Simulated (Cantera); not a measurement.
A closed system holds: 1 mol B, 1.1 mol H2O, 0.037 mol H2, at 2700 Torr.

Equilibrium computed with Cantera from the NASA thermochemical tables; the gas is ideal and each condensed phase is pure. Candidate condensed phases: B, B2O3, B3O3H3, H2O; 23 gas species. Mutual solubility and eutectic melting of coexisting phases are not modelled. Rates play no part. All values below are at 1423 K.

Base state: H2 0.986, B3O3H3 0.0129, HBO 0.000776, HBO2 1.62e-5 (mole fractions); condensed: B(s) + B2O3(l).

Problem. What changes in the equilibrium state with this change: H2O from 1.1 to 2.5 mol?

Solution. 
| species | before | after |
|---|---|---|
| H2 | 0.986 | 0.605 |
| H2O | 6.79e-6 | 0.388 |
| HBO2 | 1.62e-5 | 0.00387 |
| B3O3H3 | 0.0129 | <1e-9 |
| (HBO2)3 | <1e-9 | 0.00261 |
| HBO | 0.000776 | 1.99e-6 |
| B(s), mol | 0.252 | 0 |
| B2O3(l), mol | 0.352 | 0.485 |
Gases not in the tables: H3BO3.
